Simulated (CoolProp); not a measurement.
A single-stage vapour-compression cycle with propylene: evaporating at 275.15 K (dew point), condensing at 345.15 K (bubble point), superheat 0 K, subcooling 2 K, compressor efficiency 0.7, no pressure losses. Each further row changes one setting.

The numbers come from the reference Helmholtz-energy equation of state, Lemmon 2013 in CoolProp.

| case | cooling COP | pressure ratio | discharge temperature (K) | refrigerating effect (kJ/kg) | volumetric capacity (kJ/m³) |
|---|---|---|---|---|---|
| as stated | 1.58 | 5.16 | 373.0 | 181 | 2360 |
| evaporating temperature 280.15 K | 1.79 | 4.47 | 370.5 | 185 | 2790 |
| condensing temperature 340.15 K | 1.84 | 4.69 | 366.7 | 198 | 2580 |
| subcooling 7 K | 1.74 | 5.16 | 373.0 | 199 | 2600 |
| superheat 10 K | 1.62 | 5.16 | 382.9 | 198 | 2440 |
| compressor efficiency 0.6 | 1.35 | 5.16 | 380.8 | 181 | 2360 |
